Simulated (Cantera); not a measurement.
A Cantera script and its output.

```python
import numpy as np
import cantera as ct

gas = ct.Solution("SiF4_NH3_mec.yaml", "gas")
gas.TPX = 2025, 18000, {'NH3': 1, 'H2': 13}
reactor = ct.IdealGasConstPressureReactor(gas, energy="off", clone=False)
net = ct.ReactorNet([reactor])
net.rtol, net.atol = 1e-08, 1e-18
show = ['NH3', 'H2', 'N2', 'NH2', 'N2H2', 'H']
times = np.geomspace(0.0005, 4, 12)

steps = ct.SolutionArray(gas, extra=["t"])
rows = []
print(f"{'t/s':>10s}{'T/K':>9s}{'P/Pa':>11s}" + "".join(f"{s:>11s}" for s in show))
for t in times:
    while net.time < t:
        t_next = net.step()
        steps.append(gas.state, t=t_next)
    rows.append([np.interp(t, steps.t, y) for y in (steps.T, steps.P, *steps(*show).X.T)])
    print(f"{t:10.3e}{rows[-1][0]:9.1f}{rows[-1][1]:11.4g}" + "".join(f"{x:11.3e}" for x in rows[-1][2:]))
rate = np.gradient(steps.T, steps.t)
print("integrator steps:", len(steps.t))
if steps.T.max() > steps.T[0] + 200:
    print(f"time of steepest temperature rise: {steps.t[rate.argmax()]:.4e} s")
gas.TPX = 2025, 18000, {'NH3': 1, 'H2': 13}
gas.equilibrate("TP")
print(f"equilibrium (TP): T = {gas.T:.1f} K  " + "  ".join(f"{s} {gas[s].X[0]:.3e}" for s in show))
```

It prints:

```
       t/s      T/K       P/Pa        NH3         H2         N2        NH2       N2H2          H
 5.000e-04   2025.0    1.8e+04  7.138e-02  9.284e-01  1.397e-07  3.651e-05  2.701e-09  1.614e-04
 1.132e-03   2025.0    1.8e+04  7.132e-02  9.282e-01  2.589e-06  8.143e-05  1.880e-08  3.607e-04
 2.562e-03   2025.0    1.8e+04  7.113e-02  9.279e-01  4.478e-05  1.678e-04  1.203e-07  7.456e-04
 5.800e-03   2025.0    1.8e+04  7.018e-02  9.280e-01  4.415e-04  2.394e-04  3.103e-07  1.079e-03
 1.313e-02   2025.0    1.8e+04  6.747e-02  9.294e-01  1.704e-03  2.405e-04  3.220e-07  1.129e-03
 2.972e-02   2025.0    1.8e+04  6.168e-02  9.325e-01  4.416e-03  2.268e-04  2.916e-07  1.169e-03
 6.729e-02   2025.0    1.8e+04  5.038e-02  9.384e-01  9.698e-03  1.986e-04  2.334e-07  1.261e-03
 1.523e-01   2025.0    1.8e+04  3.193e-02  9.481e-01  1.833e-02  1.474e-04  1.423e-07  1.491e-03
 3.448e-01   2025.0    1.8e+04  1.097e-02  9.586e-01  2.814e-02  7.376e-05  4.583e-08  2.196e-03
 7.806e-01   2025.0    1.8e+04  9.821e-04  9.621e-01  3.280e-02  1.245e-05  1.974e-09  4.154e-03
 1.767e+00   2025.0    1.8e+04  1.672e-04  9.622e-01  3.318e-02  2.279e-06  6.929e-11  4.469e-03
 4.000e+00   2025.0    1.8e+04  5.639e-05  9.622e-01  3.323e-02  7.704e-07  7.942e-12  4.478e-03
integrator steps: 1214
equilibrium (TP): T = 2025.0 K  NH3 5.957e-07  H2 9.623e-01  N2 3.326e-02  NH2 8.139e-09  N2H2 2.007e-14  H 4.479e-03
```

Model: the gas-phase N/H chemistry of the illustrative SiF4/NH3 mechanism in the Surface Chemkin manual (1991), integrated in Cantera. Walls and surfaces, which speed up NH3 decomposition in real reactors, are not modelled.
